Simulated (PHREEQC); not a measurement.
A solution holds 1.7 mmol/kgw MgSO4, 1.2 mmol/kgw FeCl2 and 0.11 mmol/kgw NaCl, at 25 °C. Closed to the air; pH follows from the charge balance.

Computed with PHREEQC (ion-association model, phreeqc.dat).

Each row changes one thing in this solution. No solid was allowed to form.

```csv
case,pH,ionic strength (mol/kgw),Mg+2 (mol/kgw),SO4-2 (mol/kgw),Fe+2 (mol/kgw),MgSO4 (mol/kgw),SI of Melanterite (FeSO4:7H2O),SI of Halite (NaCl)
as made,6.32,0.00915,0.00148,0.00136,0.00108,0.000219,-3.96,-8.22
diluted 10-fold with water,6.69,0.00102,0.000165,0.000163,0.000117,4.74e-6,-5.63,-10.16
MgSO4 from 0.0017 to 0.00017 mol/kgw,6.27,0.00430,0.000167,0.000149,0.00118,3.34e-6,-4.79,-8.19
NaCl from 0.00011 to 9.9e-05 mol/kgw,6.32,0.00914,0.00148,0.00136,0.00108,0.000219,-3.96,-8.27
MgSO4 from 0.0017 to 0.00153 mol/kgw,6.32,0.00864,0.00135,0.00123,0.00109,0.000184,-3.99,-8.22
FeCl2 from 0.0012 to 0.012 mol/kgw,5.87,0.0400,0.00160,0.00107,0.0113,9.96e-5,-3.31,-7.31
```

Species that the database lacks are ignored.
